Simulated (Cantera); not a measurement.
**Equilibrium for fluorocarbon and chlorocarbon gases: c-C₄F₈ + F₂**

Input: 1 mol c-C₄F₈, 0.85 mol F₂, equilibrated at 0.360 Torr.

Cantera equilibrium calculation (NASA polynomials, part measured and part estimated; ideal gas, pure solids and liquids). Candidate condensed phases: C; 23 gas species. Ions and electrons are included (thermal ionisation). The feed counts by its element totals alone. Kinetics and transport are ignored.

```
T (°C)    x F     x C     x C₃      x CF      x C₂
------  -----  ------  -------  --------  --------
2727    0.812  0.0513   0.0744    0.0456    0.0156
3227    0.720   0.256  0.00430   0.00828    0.0117
3727    0.709   0.289  1.95e-5  0.000832   0.00107
4227    0.708   0.291  2.24e-7  0.000128  0.000140
4727    0.707   0.290  6.09e-9   2.82e-5   2.69e-5
```
x: gas mole fraction; nothing condenses.

From 2727 °C to 4727 °C nothing is condensed. The main C-bearing gas is C₃ at 2727 °C and C at 4727 °C.
